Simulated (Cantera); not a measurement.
**Silicon nitride deposition: SiH2Cl2 + NH3 + N2**

Charge: 1 mol SiH2Cl2, 0.72 mol NH3, 25 mol N2, equilibrated at 900 °C.

These are equilibrium values from Cantera (NASA tables, ideal gas, pure condensed phases), not measurements of a reactor. Candidate condensed phases: NH4Cl, Si, Si3N4; 28 gas species. The tables' values for SiCl3 are old estimates; treat these amounts as uncertain. The numbers say what is thermodynamically allowed, not how fast it happens.

From 5.00 Pa to 100000 Pa the condensed part is Si3N4(s). The main Si-bearing gas is SiCl2 at 5.00 Pa and SiCl4 at 100000 Pa. The share of Si in condensed phases is highest at 85.0 Pa (98.6 %) and lowest at 100000 Pa (94.9 %).

```
P (Pa)   x N2   x HCl    x H2   x SiCl4   x SiCl2   x SiCl3  x SiHCl3     x Cl  n Si3N4(s)
------  -----  ------  ------  --------  --------  --------  --------  -------  ----------
5       0.889  0.0690  0.0403   9.35e-5   0.00113  0.000103   1.27e-6  5.01e-6       0.321
21      0.889  0.0702  0.0398  0.000166  0.000454   8.73e-5   2.19e-6  2.50e-6       0.327
85      0.889  0.0704  0.0397  0.000268  0.000180   7.00e-5   3.53e-6  1.25e-6       0.329
350     0.890  0.0700  0.0399  0.000418   6.91e-5   5.41e-5   5.55e-6  6.11e-7       0.328
1400    0.890  0.0693  0.0402  0.000626   2.66e-5   4.11e-5   8.46e-6  3.01e-7       0.327
5900    0.890  0.0682  0.0408  0.000921   9.74e-6   3.02e-5   1.28e-5  1.43e-7       0.324
24000   0.890  0.0667  0.0416   0.00130   3.59e-6   2.17e-5   1.88e-5  6.89e-8       0.321
100000  0.891  0.0648  0.0425   0.00178   1.28e-6   1.52e-5   2.72e-5  3.24e-8       0.316
```
x: gas mole fraction; n: condensed amount in mol.
